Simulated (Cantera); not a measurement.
Input: 1 mol SiCl4, 0.016 mol C3H8, 160 mol H2, 0.01 mol C2H2, held at 1200 Pa.

Method: chemical equilibrium by Gibbs-energy minimisation in Cantera with the NASA 1993 tables (ideal gas, pure condensed phases). Candidate condensed phases: C, C6H6, C7H8, C8H18, Si, SiC; 109 gas species. Mutual solubility and eutectic melting of coexisting phases are not modelled. The tables' values for SiCl are old estimates; treat these amounts as uncertain. Gases not in the tables: Si2H6 and higher silanes. Rates play no part.

x: gas mole fraction; n: condensed amount in mol.

```tsv
T (K)	x H2	x H	x HCl	x Si	n Si(s)	n SiC(s)	n Si(l)
1548	0.977	0.000278	0.0215	___	0.674	0.0680	0
1623	0.976	0.000623	0.0214	___	0.661	0.0680	0
1698	0.976	0.00130	0.0213	___	0	0.0679	0.645
1773	0.974	0.00256	0.0215	___	0	0.0677	0.640
1848	0.971	0.00477	0.0216	___	0	0.0667	0.588
1923	0.967	0.00845	0.0217	___	0	0.0632	0.428
1998	0.958	0.0143	0.0216	___	0	0.0513	0.0281
2073	0.948	0.0234	0.0224	___	0	0.0329	0
2148	0.934	0.0368	0.0227	0.00484	0	0	0
2223	0.915	0.0559	0.0224	0.00518	0	0	0
2298	0.888	0.0824	0.0218	0.00534	0	0	0
2373	0.853	0.118	0.0209	0.00538	0	0	0
2448	0.808	0.163	0.0196	0.00533	0	0	0
2523	0.753	0.220	0.0180	0.00522	0	0	0
```

### Question
What belongs in the gaps?

### Answer

- 1548, x Si: 2.65e-6
- 1623, x Si: 1.30e-5
- 1698, x Si: 5.47e-5
- 1773, x Si: 0.000178
- 1848, x Si: 0.000523
- 1923, x Si: 0.00141
- 1998, x Si: 0.00354
- 2073, x Si: 0.00430
